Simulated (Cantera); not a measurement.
A closed system holds: 1 mol SiH4, 1600 mol H2, held at 1875 K and 69.0 mbar.

Method: chemical equilibrium by Gibbs-energy minimisation in Cantera with the NASA 1993 tables (ideal gas, pure condensed phases). Candidate condensed phases: Si; 9 gas species. Gases not in the tables: Si2H6 and higher silanes. Rates play no part.

Base state: H2 0.997, H 0.00249, Si 0.000131, SiH2 4.96e-5, SiH 3.19e-5 (mole fractions); condensed: Si(l).

**Question.** What changes in the equilibrium state with this change: pressure from 69.0 mbar to 0.133 bar?

**Answer.** 
```csv
species,before,after
H2,0.997,0.998
H,0.00249,0.00179
Si,0.000131,6.79e-5
SiH,3.19e-5,2.30e-5
SiH2,4.96e-5,4.96e-5
"Si(l), mol",0.654,0.772
```
